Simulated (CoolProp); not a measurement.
The fluid at 293.15 K and 2.76 MPa flows at 0.87 m/s in a round tube of 25 mm bore and 0.25 µm roughness, fully developed (64/Re and Nu = 3.66 if laminar; Colebrook and Gnielinski if turbulent). The same conditions are run with several fluids, on thermodynamics alone (safety and materials aside).

Computed with CoolProp (reference Helmholtz-energy equation of state of each fluid (methanol: de Reuck 1993; R410A: Lemmon 2003; ammonia: Gao 2020; p-xylene: Zhou 2012; benzene: Thol 2012)). Blends and air are pseudo-pure fits.

```csv
fluid,Reynolds number,Darcy friction factor,pressure drop (Pa/m),heat-transfer coefficient (W/(m² K)),mass flow (kg/h)
methanol,___,0.0237,285,___,1220
R410A,181000,0.0160,___,___,1680
ammonia,95000,0.0182,169,5060,___
p-xylene,___,0.0238,311,1130,1330
benzene,___,0.0237,316,___,1350
```

### Question
What belongs in the gaps?

### Answer

- methanol, Reynolds number: 29000
- methanol, heat-transfer coefficient (W/(m² K)): 1690
- R410A, pressure drop (Pa/m): 265
- R410A, heat-transfer coefficient (W/(m² K)): 2160
- ammonia, mass flow (kg/h): 941
- p-xylene, Reynolds number: 28500
- benzene, Reynolds number: 28900
- benzene, heat-transfer coefficient (W/(m² K)): 1230

Transport values come from each fluid's own correlations.
